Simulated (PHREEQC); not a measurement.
A solution holds 0.2 mol/kgw NaCl, 3.1e-05 mol/kgw BaCl2 and 2.3e-07 mol/kgw H4SiO4, at 25 °C. Closed to the air; pH follows from the charge balance.

Equilibrium calculation in PHREEQC: ion-association model, phreeqc.dat.

Each row changes one thing in this solution. This is a speciation only: nothing precipitates in the calculation.

```json
[
 {"case": "as made", "pH": "6.97", "SI of Quartz (SiO2)": "-2.63", "SI of Halite (NaCl)": "-3.24"},
 {"case": "0.0059 mol/kgw Mn(NO3)2 added", "pH": "6.64", "SI of Quartz (SiO2)": "-2.63", "SI of Halite (NaCl)": "-3.25"},
 {"case": "H4SiO4 from 2.3e-07 to 3.45e-07 mol/kgw", "pH": "6.97", "SI of Quartz (SiO2)": "-2.46", "SI of Halite (NaCl)": "-3.24"},
 {"case": "BaCl2 replaced by FeCl2 at the same molality", "pH": "___", "SI of Quartz (SiO2)": "-2.63", "SI of Halite (NaCl)": "-3.24"},
 {"case": "0.03 mol/kgw CO2 added", "pH": "3.90", "SI of Quartz (SiO2)": "-2.63", "SI of Halite (NaCl)": "-3.24"},
 {"case": "diluted 5-fold with water", "pH": "6.99", "SI of Quartz (SiO2)": "-3.35", "SI of Halite (NaCl)": "___"},
 {"case": "temperature from 25 to 40 °C", "pH": "6.74", "SI of Quartz (SiO2)": "-2.84", "SI of Halite (NaCl)": "-3.26"},
 {"case": "temperature from 25 to 45 °C", "pH": "6.67", "SI of Quartz (SiO2)": "___", "SI of Halite (NaCl)": "-3.26"}
]
```

Task: What belongs in the gaps?

Result: 
- BaCl2 replaced by FeCl2 at the same molality, pH: 6.92
- diluted 5-fold with water, SI of Halite (NaCl): -4.52
- temperature from 25 to 45 °C, SI of Quartz (SiO2): -2.91

At this temperature some constants are extrapolated from 25 °C, and those without enthalpy data are left unchanged.
